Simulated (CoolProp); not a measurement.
R1336mzz(E) along the isobar 3.55 MPa: density (kg/m³) from the reference equation and from simpler models built on Tc = 403.5 K, pc = 2.779 MPa, ω = 0.413; each cubic takes its own stable root.

Model: reference Helmholtz-energy equation of state, Akasaka 2023, in CoolProp.

| T (K) | phase | reference |
|---|---|---|
| 283.7 | liquid | 1380 |
| 301.7 | liquid | 1329 |
| 319.8 | liquid | 1274 |
| 337.8 | liquid | 1213 |
| 355.9 | liquid | 1142 |
| 373.9 | liquid | 1057 |
| 392 | liquid | 943.5 |
| 410 | supercritical | 736.7 |

### Question
How far does each simpler model (Soave-Redlich-Kwong, Peng-Robinson) lie from the reference over these 8 states: mean and median of the absolute difference, and the worst?

### Answer
- Soave-Redlich-Kwong: mean 15.3 %, median 14.0 %, worst -22.5 % at 410 K and 3.55 MPa
- Peng-Robinson: mean 4.8 %, median 2.9 %, worst -15.2 % at 410 K and 3.55 MPa
